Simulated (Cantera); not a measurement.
## Hydrocarbon pyrolysis for carbon deposition

An isothermal, constant-pressure homogeneous reactor starts with CH4 : N2 = 1 : 12 (molar parts), at 1450 K and 490 Pa.

Cantera simulation using GRI-Mech 3.0 (53 species, 325 reactions); the numbers are that mechanism's predictions, not measurements. GRI-Mech 3.0 stops at C3 and has no aromatics, soot or wall deposition, so with more carbon than oxygen in the feed, carbon stays in small species such as C2H2 where larger ones or solid carbon would form. Radical loss at walls, strong at low pressure, is not modelled.

| t (s) | x CH4 | x CH2 | x H | x C2H6 | x C2H4 |
|---|---|---|---|---|---|
| 3.00e-6 | 0.0769 | <1e-12 | 1.45e-10 | <1e-12 | <1e-12 |
| 1.09e-5 | 0.0769 | <1e-12 | 5.14e-10 | <1e-12 | <1e-12 |
| 3.93e-5 | 0.0769 | <1e-12 | 1.70e-9 | <1e-12 | <1e-12 |
| 0.000142 | 0.0769 | <1e-12 | 4.59e-9 | <1e-12 | <1e-12 |
| 0.000516 | 0.0769 | <1e-12 | 7.43e-9 | <1e-12 | <1e-12 |
| 0.00187 | 0.0769 | <1e-12 | 7.72e-9 | <1e-12 | <1e-12 |
| 0.00676 | 0.0769 | <1e-12 | 7.72e-9 | 4.21e-12 | 1.25e-11 |
| 0.0245 | 0.0769 | 3.13e-12 | 7.75e-9 | 1.93e-10 | 6.54e-10 |
| 0.0887 | 0.0769 | 3.84e-11 | 8.09e-9 | 7.75e-9 | 3.18e-8 |
| 0.321 | 0.0769 | 4.76e-10 | 1.25e-8 | 2.20e-7 | 1.48e-6 |
| 1.16 | 0.0767 | 5.30e-9 | 7.33e-8 | 3.60e-6 | 6.15e-5 |
| 4.21 | 0.0724 | 3.23e-8 | 1.27e-6 | 2.37e-5 | 0.00127 |
| 15.3 | 0.0524 | 2.58e-8 | 6.43e-6 | 1.22e-5 | 0.000891 |
| 55.2 | 0.0270 | 1.52e-8 | 1.37e-5 | 3.20e-6 | 0.000171 |
| 200 | 0.00733 | 7.98e-9 | 2.59e-5 | 3.67e-7 | 2.23e-5 |
x: mole fraction; the columns are a selection and need not sum to one.

Equilibrium at this temperature and pressure: CH4 2.79e-5, CH2 7.52e-11, H 4.45e-5, C2H6 2.01e-11, C2H4 2.99e-6 (gas phase only).
